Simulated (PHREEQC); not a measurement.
A column of 0.2 m (30 cells, dispersivity 0.007 m, 3600 s a shift, diffusion coefficient 3e-10 m²/s) holds 0.035 eq of the database's cation exchanger X per kg of pore water, first in equilibrium with 0.0021 mol/kgw CaCl2 and 1e-05 mol/kgw HCl. It is flushed with 13 mmol/kgw KCl, 11 mmol/kgw SrCl2 and 0.01 mmol/kgw HCl, at 25 °C. Values are for the last cell. CO2 from the air is kept out. No solid was allowed to form.

Computed with PHREEQC (ion-association model, phreeqc.dat).

```
pore volumes  K in solution (mol/kgw)  Sr in solution (mol/kgw)  Ca in solution (mol/kgw)  Cl in solution (mol/kgw)  SrX2 on the exchanger (mol/kgw)  CaX2 on the exchanger (mol/kgw)
------------  -----------------------  ------------------------  ------------------------  ------------------------  -------------------------------  -------------------------------
0                                   0                         0                   0.00210                   0.00421                                0                           0.0175
0.55                          1.09e-8                         0                   0.00234                   0.00469                                0                           0.0175
1.083                         0.00141                   1.01e-5                    0.0117                    0.0248                          1.90e-5                           0.0170
1.483                         0.00657                  0.000624                    0.0128                    0.0334                         0.000926                           0.0147
2.017                          0.0115                   0.00394                   0.00779                    0.0349                          0.00564                          0.00867
2.55                           0.0129                   0.00789                   0.00318                    0.0350                           0.0107                          0.00334
2.95                           0.0130                   0.00964                   0.00135                    0.0350                           0.0127                          0.00137
3.483                          0.0130                    0.0106                  0.000373                    0.0350                           0.0137                         0.000373
4.017                          0.0130                    0.0109                   9.48e-5                    0.0350                           0.0140                          9.43e-5
```

Complexes and solids missing from the database can't appear.
